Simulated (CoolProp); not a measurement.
Properties of m-xylene along the isobar 2.43 MPa.

Model: reference Helmholtz-energy equation of state, Zhou 2012, in CoolProp.

```
T (K)   phase        Z  Joule-Thomson coefficient (K/MPa)  expansivity (1/kK)  viscosity (µPa s)  Prandtl number  fugacity coefficient
-----  ------  -------  ---------------------------------  ------------------  -----------------  --------------  --------------------
308.4  liquid   0.1180                            -0.4649               1.003                529            7.19             0.0009125
335.4  liquid   0.1115                            -0.4250               1.056                406            6.13              0.003329
362.4  liquid   0.1063                            -0.3830               1.119                323            5.45              0.009638
389.4  liquid   0.1021                            -0.3376               1.198                264            4.97               0.02332
416.4  liquid  0.09870                            -0.2864               1.298                218            4.59               0.04892
443.4  liquid  0.09616                            -0.2254               1.431                182            4.27               0.09150
470.4  liquid  0.09443                            -0.1476               1.613                153            3.98                0.1557
497.4  liquid  0.09359                           -0.03990               1.879                128            3.71                0.2450
524.3  liquid  0.09388                             0.1260               2.301                107            3.44                0.3600
551.3  liquid  0.09590                             0.4311               3.095               87.7            3.16                0.4999
```

Viscosity comes from a separate model (Cao 2016). Thermal conductivity comes from a separate model (Mylona 2014).
